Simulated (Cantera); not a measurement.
A closed system holds: 1 mol AlN, 0.063 mol I2, 4.1 mol N2, at 900 K and 0.100 bar.

Equilibrium computed with Cantera from the NASA thermochemical tables; the gas is ideal and each condensed phase is pure. Candidate condensed phases: Al, AlI3, AlN, I2; 10 gas species. Equilibrium is a limit: real reactors are often held back by kinetics, nucleation or transport.

Base state: N2 0.986, AlI3 0.00559, I2 0.00459, I 0.00426 (mole fractions); condensed: AlN(s).

**Question.** What changes in the equilibrium state with this change: temperature from 900 K to 948.15 K?

**Answer.** 
| species | before | after |
|---|---|---|
| N2 | 0.986 | 0.984 |
| I | 0.00426 | 0.00659 |
| AlI3 | 0.00559 | 0.00528 |
| I2 | 0.00459 | 0.00387 |
| AlN(s), mol | 0.977 | 0.978 |
